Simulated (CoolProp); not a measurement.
Vapour pressure (kPa) of dodecamethylpentasiloxane (MD3M): the reference equation beside estimates from Tc = 628.0 K, pc = 954.0 kPa, ω = 0.730. Clausius-Clapeyron is anchored at 507.5 K with a constant enthalpy of vaporisation of 41.83 kJ/mol.

Computed with CoolProp (reference Helmholtz-energy equation of state, Thol 2019).

```json
[
 {"T (K)": "497", "reference": "88.03", "Lee-Kesler": "87.39", "Clausius-Clapeyron": "90.99", "van der Waals": "347.8"},
 {"T (K)": "507.5", "reference": "112.2", "Lee-Kesler": "111.3", "Clausius-Clapeyron": "112.2", "van der Waals": "383.1"},
 {"T (K)": "518", "reference": "141.2", "Lee-Kesler": "140.1", "Clausius-Clapeyron": "137.2", "van der Waals": "420.6"},
 {"T (K)": "528.4", "reference": "175.5", "Lee-Kesler": "174.1", "Clausius-Clapeyron": "166.1", "van der Waals": "460.0"},
 {"T (K)": "538.9", "reference": "216.3", "Lee-Kesler": "214.6", "Clausius-Clapeyron": "199.9", "van der Waals": "501.9"},
 {"T (K)": "549.4", "reference": "264.1", "Lee-Kesler": "262.1", "Clausius-Clapeyron": "239.0", "van der Waals": "546.2"},
 {"T (K)": "559.9", "reference": "319.8", "Lee-Kesler": "317.5", "Clausius-Clapeyron": "283.7", "van der Waals": "592.8"},
 {"T (K)": "570.4", "reference": "384.2", "Lee-Kesler": "381.9", "Clausius-Clapeyron": "334.8", "van der Waals": "641.8"}
]
```

Absolute difference from the reference over all 8 rows, mean and median: Lee-Kesler 0.7 and 0.8 %, Clausius-Clapeyron 6.6 and 6.5 %, van der Waals 161.0 and 147.1 %.
